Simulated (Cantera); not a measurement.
**Stirred combustor or abatement burner**

A perfectly stirred reactor is fed with CH₄ : CO : O₂ : N₂ = 1 : 0.17 : 1.74 : 6.53 (molar parts), equivalence ratio 1.2, at 7350 Torr; it is adiabatic with a 525 K inlet, and is followed from long to short residence time, starting on the burning branch (τ in s: 0.068, 0.034, 0.017, 0.0086, 0.0043, 0.0021, 0.0011, 0.00054, 0.00027, 0.00013, 6.7e-05).

Detailed kinetics in Cantera: GRI-Mech 3.0 (53 species, 325 reactions).

| τ (s) | T (K) | x CH₄ | x CO | x O₂ | x N₂O | x OH |
|---|---|---|---|---|---|---|
| 0.068 | 2319 | 7.97e-6 | 0.0492 | 6.85e-5 | 3.72e-8 | 0.000767 |
| 0.034 | 2318 | 1.40e-5 | 0.0492 | 9.52e-5 | 4.10e-8 | 0.000819 |
| 0.017 | 2316 | 2.33e-5 | 0.0493 | 0.000142 | 4.71e-8 | 0.000901 |
| 0.0086 | 2313 | 3.63e-5 | 0.0494 | 0.000219 | 5.65e-8 | 0.00102 |
| 0.0043 | 2309 | 5.41e-5 | 0.0495 | 0.000348 | 7.06e-8 | 0.00119 |
| 0.0021 | 2304 | 7.89e-5 | 0.0497 | 0.000565 | 9.14e-8 | 0.00142 |
| 0.0011 | 2296 | 0.000110 | 0.0500 | 0.000873 | 1.16e-7 | 0.00169 |
| 0.00054 | 2285 | 0.000160 | 0.0506 | 0.00141 | 1.50e-7 | 0.00204 |
| 0.00027 | 2269 | 0.000238 | 0.0514 | 0.00224 | 1.86e-7 | 0.00241 |
| 0.00013 | 2246 | 0.000389 | 0.0528 | 0.00368 | 2.21e-7 | 0.00275 |
| 6.7e-5 | 2214 | 0.000673 | 0.0550 | 0.00601 | 2.42e-7 | 0.00289 |
x: mole fraction; the columns are a selection and need not sum to one.
